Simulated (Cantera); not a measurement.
An isothermal, constant-pressure homogeneous reactor starts with 26.4 % H₂, 73.4 % O₂, 0.183 % H₂O, equivalence ratio 0.18, at 1198 K and 2670 Pa.

Cantera simulation using the H2/O2 subset of GRI-Mech 3.0, which has no nitrogen chemistry; the numbers are that mechanism's predictions, not measurements. Radical loss at walls, strong at low pressure, is not modelled. The temperature is held fixed by assumption; the heat of reaction is taken as removed at once.

x: mole fraction; the columns are a selection and need not sum to one.

```csv
t (s),x H₂,x O₂,x H,x H₂O₂,x HO₂
6.00e-6,0.264,0.734,1.92e-9,<1e-12,2.06e-9
4.13e-5,0.264,0.734,1.77e-8,1.23e-11,1.42e-8
0.000284,0.264,0.734,[?],9.30e-10,[?]
0.00195,0.0111,0.636,0.0500,9.41e-7,2.18e-5
0.0134,0.000459,0.691,0.000331,7.22e-7,1.01e-5
0.0923,1.00e-5,0.693,1.18e-6,1.03e-7,5.57e-7
0.634,6.95e-7,0.693,2.35e-8,1.54e-8,5.19e-8
4.36,[?],0.693,9.76e-10,[?],[?]
30.0,2.80e-8,0.693,1.98e-10,9.91e-10,2.26e-8
```

**Question.** Some entries are withheld; supply them.

**Answer.** 
- 0.000284, x H: 3.88e-5
- 0.000284, x HO₂: 3.59e-7
- 4.36, x H₂: 8.13e-8
- 4.36, x H₂O₂: 2.49e-9
- 4.36, x HO₂: 1.83e-8
